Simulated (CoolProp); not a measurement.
Vapour-liquid equilibrium of CHF3 (R23) (1) + R13 (2) at 0.299 MPa; x and y are mole fractions of (1).

Values from CoolProp's multi-fluid Helmholtz-energy mixture model, Penoncello 2003 and Platzer 1990; pair parameters Bell 2016. This equation is an older, rougher fit; its heat capacities, sound speeds and derivatives of the liquid may be far off and weren't checked against measurements.

Problem. Give the bubble temperature and the first vapour's composition at x = 0.05, 0.25, 0.65. Is there an azeotrope?

Solution. x = 0.05: -60.7 °C, y = 0.127; x = 0.25: -65.1 °C, y = 0.382; x = 0.65: -66.2 °C, y = 0.594. y crosses x between x = 0.45 and 0.55: the model has an azeotrope there.

The pair parameters rest on a limited set of measurements; away from them the model extrapolates.
